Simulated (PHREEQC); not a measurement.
A solution holds 1.4 mol/kgw MgCl2, 0.017 mol/kgw NaHCO3 and 3.6 mol/kgw KBr, at 25 °C. Closed to the air; pH follows from the charge balance.

Computed with PHREEQC (Pitzer model, pitzer.dat).

This is a speciation only: nothing precipitates in the calculation.

Problem. What pH, density does the model give?

Solution. pH 6.24; density 1.327 g/cm³.

Problem. In which forms is C present?

Solution. HCO3- 67 %, CO2 16 %, MgCO3 16 %, CO3-2 0.6 % of the C.

Saturation is exceeded, for instance for Magnesite (slow to form); the values hold only as long as no solid forms. In brines, pH and single-ion activities rest on the MacInnes convention.
